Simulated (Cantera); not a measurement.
Input: 1 mol MgCO3, 0.055 mol C, 0.026 mol O2, at 1950 °C and 0.0240 bar.

These are equilibrium values from Cantera (NASA tables, ideal gas, pure condensed phases), not measurements of a reactor. Candidate condensed phases: C, Mg, MgCO3, MgO; 15 gas species. Equilibrium is a limit: real reactors are often held back by kinetics, nucleation or transport.

Base state: CO2 0.786, CO 0.158, O2 0.0511, O 0.00456, Mg 0.000415, MgO 4.43e-5 (mole fractions); condensed: MgO(s).

Problem. What changes in the equilibrium state with this change: temperature from 1950 °C to 1350 °C?

Solution. 
| species | before | after |
|---|---|---|
| CO2 | 0.786 | 0.945 |
| CO | 0.158 | 0.0550 |
| O2 | 0.0511 | 8.88e-6 |
| Mg | 0.000415 | 1.48e-8 |
| MgO | 4.43e-5 | <1e-9 |
| O | 0.00456 | 3.66e-7 |
| MgO(s), mol | 0.999 | 1.00 |

Problem. What changes in the equilibrium state with this change: O2 from 0.026 to 1.9 mol?

Solution. 
```tsv
species	before	after
O2	0.0511	0.627
CO2	0.786	0.338
CO	0.158	0.0194
O	0.00456	0.0160
Mg	0.000415	0.000119
MgO	4.43e-5	4.43e-5
MgO(s), mol	0.999	1.000
```

Problem. What changes in the equilibrium state with this change: O2 from 0.026 to 1.4 mol?

Solution. 
| species | before | after |
|---|---|---|
| O2 | 0.0511 | 0.554 |
| CO2 | 0.786 | 0.406 |
| CO | 0.158 | 0.0248 |
| O | 0.00456 | 0.0150 |
| Mg | 0.000415 | 0.000126 |
| MgO | 4.43e-5 | 4.43e-5 |
| MgO(s), mol | 0.999 | 1.000 |
